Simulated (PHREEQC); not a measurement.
1.3 g of hydrous ferric oxide (600 m²/g; 0.2 weak and 0.005 strong sites per Fe, Dzombak-Morel constants, diffuse double layer) in 1 kg of water with 0.05 mol/kgw of an inert sodium salt and 0.0013 mol/kgw ZnSO4, at 25 °C; the pH is set by adding NaOH or the inert anion's acid. Oxygen alone is held at its pressure in air (log pO2 = -0.68). No CO2 enters from the air. Precipitation was switched off in this run.

The series has 13 steps of pH, from 3 to 9.

The numbers come from PHREEQC with the ion-association model, wateq4f.dat.

Q: Near which pH is half of the S sorbed, and on which side is more sorbed?

A: Near pH 5.9, with more sorbed at lower pH.

Q: Near which pH is half of the Zn sorbed, and on which side is more sorbed?

A: Near pH 6.4, with more sorbed at higher pH.

Along this series the solution becomes supersaturated in solids that the run did not let form, among them Zn(OH)2-e. The oxide is taken as insoluble; below pH 4 it would dissolve.
